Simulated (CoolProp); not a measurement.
CH2F2 (R32) at several states: Z from the reference equation and from simpler models built on Tc = 78.1 °C, pc = 5783 kPa, ω = 0.277; each cubic takes its own stable root.

Computed with CoolProp (reference Helmholtz-energy equation of state, Tillner-Roth 1997).

```json
[
 {"T (°C)": "125.15", "p (kPa)": "86.3", "phase": "gas", "reference": "0.9963", "van der Waals": "0.9967", "Peng-Robinson": "0.9962"},
 {"T (°C)": "-89.45", "p (kPa)": "20400", "phase": "liquid", "reference": "0.5206", "van der Waals": "?", "Peng-Robinson": "?"},
 {"T (°C)": "105.95", "p (kPa)": "766", "phase": "gas", "reference": "?", "van der Waals": "?", "Peng-Robinson": "?"}
]
```

Question: What belongs in the gaps?

Answer: 
- -89.45, van der Waals: 0.9979
- -89.45, Peng-Robinson: 0.6006
- 105.95, reference: 0.9602
- 105.95, van der Waals: 0.9665
- 105.95, Peng-Robinson: 0.9601
